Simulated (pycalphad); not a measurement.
# Phase fractions of Si-2.795C (wt.%)

Computed with pycalphad from the COST 507 light-alloy database (1999), at 1 atm. The database dates from 1999; later assessments differ in places, in temperatures and in the compounds included. Amounts are mole fractions of atoms. Kinetics are ignored, which matters at the lower temperatures.

| T (°C) | liquid | CSI | diamond (Si) |
|---|---|---|---|
| 2327 | 0.910 | 0.090 | - |
| 2227 | 0.896 | 0.104 | - |
| 2127 | 0.886 | 0.114 | - |
| 2027 | 0.881 | 0.119 | - |
| 1927 | 0.878 | 0.122 | - |
| 1827 | 0.876 | 0.124 | - |
| 1727 | 0.875 | 0.125 | - |
| 1627 | 0.874 | 0.126 | - |
| 1527 | 0.874 | 0.126 | - |
| 1427 | 0.874 | 0.126 | - |
| 1327 | - | 0.126 | 0.874 |
| 1227 | - | 0.126 | 0.874 |
| 1127 | - | 0.126 | 0.874 |
| 1027 | - | 0.126 | 0.874 |
| 927 | - | 0.126 | 0.874 |
| 827 | - | 0.126 | 0.874 |
| 727 | - | 0.126 | 0.874 |
| 627 | - | 0.126 | 0.874 |
| 527 | - | 0.126 | 0.874 |
| 427 | - | 0.126 | 0.874 |
| 327 | - | 0.126 | 0.874 |
| 227 | - | 0.126 | 0.874 |

Database names, with the compositions (at.%) that they take in these runs: CSI: Si 50 C 50.
